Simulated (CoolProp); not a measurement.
Vapour-liquid equilibrium of methanol (1) + dimethyl carbonate (2) at 464.3 K; x and y are mole fractions of (1).

Model: multi-fluid Helmholtz-energy mixture model, de Reuck 1993 and Zhou 2011; pair parameters Bell 2016, in CoolProp.

| x | bubble pressure, mixture model (MPa) | bubble pressure, Raoult's law (MPa) | y, mixture model | y, Raoult's law |
|---|---|---|---|---|
| 0.05 | 1.349 | 1.261 | ? | 0.135 |
| 0.125 | ? | 1.430 | 0.314 | 0.297 |
| 0.2 | 1.855 | 1.599 | 0.422 | 0.425 |
| 0.275 | 2.070 | 1.767 | 0.504 | 0.529 |
| 0.35 | 2.265 | 1.936 | 0.570 | 0.614 |
| 0.425 | 2.443 | 2.105 | 0.626 | 0.686 |
| 0.5 | 2.606 | 2.274 | 0.675 | 0.747 |
| 0.575 | 2.757 | 2.442 | 0.722 | 0.800 |
| 0.65 | 2.897 | 2.611 | 0.766 | 0.846 |
| 0.725 | 3.026 | 2.780 | 0.811 | 0.886 |
| 0.8 | 3.145 | 2.949 | ? | 0.922 |
| 0.875 | ? | 3.117 | 0.907 | 0.954 |
| 0.95 | 3.346 | 3.286 | ? | 0.983 |

Problem. Complete the blanks.

Solution. 
- 0.05, y, mixture model: 0.158
- 0.125, bubble pressure, mixture model (MPa): 1.616
- 0.8, y, mixture model: 0.857
- 0.875, bubble pressure, mixture model (MPa): 3.252
- 0.95, y, mixture model: 0.960

The largest gap from Raoult's law is +17.1 % in bubble pressure, at x = 0.275. No azeotrope shows between x = 0.05 and 0.95.

The pair parameters rest on a limited set of measurements; away from them the model extrapolates.
